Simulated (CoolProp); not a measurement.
Isopentane along the isobar 4090 kPa: fugacity coefficient from the reference equation and from simpler models built on Tc = 460.3 K, pc = 3378 kPa, ω = 0.227; each cubic takes its own stable root.

Computed with CoolProp (reference Helmholtz-energy equation of state, Lemmon 2006). It is a short technical equation, of lower accuracy than the large ones.

| T (K) | phase | reference | Soave-Redlich-Kwong | Peng-Robinson |
|---|---|---|---|---|
| 154 | liquid | 4.503e-7 | 4.660e-7 | 6.127e-7 |
| 177.5 | liquid | 1.138e-5 | 1.134e-5 | 1.347e-5 |
| 201 | liquid | 0.0001227 | 0.0001209 | 0.0001340 |
| 224.5 | liquid | 0.0007488 | 0.0007386 | 0.0007808 |
| 248 | liquid | 0.003070 | 0.003048 | 0.003118 |
| 271.5 | liquid | 0.009430 | 0.009447 | 0.009445 |
| 295 | liquid | 0.02336 | 0.02361 | 0.02324 |
| 318.5 | liquid | 0.04906 | 0.05001 | 0.04870 |
| 342 | liquid | 0.09056 | 0.09296 | 0.08988 |
| 365.5 | liquid | 0.1508 | 0.1556 | 0.1498 |
